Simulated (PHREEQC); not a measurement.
**Acid mine or pickling water: speciation**

Synthetic water in mg/kgw, 20 °C, pH 3.95, pe 12.2:

| constituent | mg/kgw |
|---|---|
| Na | 30 |
| K | 1.2 |
| Ca | 38.5 |
| Mg | 155 |
| Cl | 18 |
| S(6) as SO4 | 688 |
| N(5) as NO3 | 0.324 |
| F | 2.67 |

Valence states are taken as typed.

All values are PHREEQC results (ion-association model, wateq4f.dat), not measurements.

```json
{
 "ionic_strength": "0.0223 mol/kgw",
 "total_alkalinity": "-0.175 meq/kg",
 "charge_balance_error": "5.2 %"
}
```

```
species  molality  activity   log γ
-------  --------  --------  ------
SO4-2     0.00521   0.00297  -0.244
Mg+2      0.00469   0.00274  -0.234
MgSO4     0.00167   0.00167   0.002
Na+       0.00129   0.00112  -0.062
Ca+2     0.000725  0.000418  -0.239
Cl-      0.000508  0.000438  -0.064
CaSO4    0.000235  0.000236   0.002
H+       0.000127  0.000112  -0.052
F-       0.000108   9.32e-5  -0.065
HSO4-     3.36e-5   2.91e-5  -0.062
K+        3.01e-5   2.60e-5  -0.064
NaSO4-    1.85e-5   1.61e-5  -0.060
MgF+      1.77e-5   1.54e-5  -0.062
HF        1.43e-5   1.43e-5   0.002
```

No solid was allowed to form.
